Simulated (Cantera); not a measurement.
An isothermal, constant-pressure homogeneous reactor starts with CH4 : N2 = 1 : 14 (molar parts), at 1748 K and 10.00 Torr. Integrator tolerance rtol = 1e-08.

Model: GRI-Mech 3.0 (53 species, 325 reactions), integrated in Cantera. GRI-Mech 3.0 stops at C3 and has no aromatics, soot or wall deposition, so with more carbon than oxygen in the feed, carbon stays in small species such as C2H2 where larger ones or solid carbon would form. Radical loss at walls, strong at low pressure, is not modelled.

Question: What does this change do: 0.12 parts H2O added?

Answer: 
```
quantity                                              before                                      after
-----------------  -----------------------------------------  -----------------------------------------
x(CH4) at 10.0 s     5.13e-5 (gas-phase equilibrium 2.83e-6)   0.000375 (gas-phase equilibrium 2.93e-6)
x(C2H2) at 10.0 s     0.0312 (gas-phase equilibrium 0.00747)     0.0276 (gas-phase equilibrium 0.00597)
x(H) at 10.0 s     0.000599 (gas-phase equilibrium 0.000609)  0.000551 (gas-phase equilibrium 0.000640)
x(C2H) at 10.0 s     1.39e-6 (gas-phase equilibrium 3.40e-7)    1.06e-6 (gas-phase equilibrium 2.58e-7)
x(C2H4) at 10.0 s    1.32e-6 (gas-phase equilibrium 3.13e-7)    1.74e-6 (gas-phase equilibrium 2.76e-7)
x(CH2) at 10.0 s     4.58e-8 (gas-phase equilibrium 2.62e-9)    2.48e-7 (gas-phase equilibrium 2.46e-9)
x(H2) at 10.0 s        0.0933 (gas-phase equilibrium 0.0934)        0.101 (gas-phase equilibrium 0.103)
```
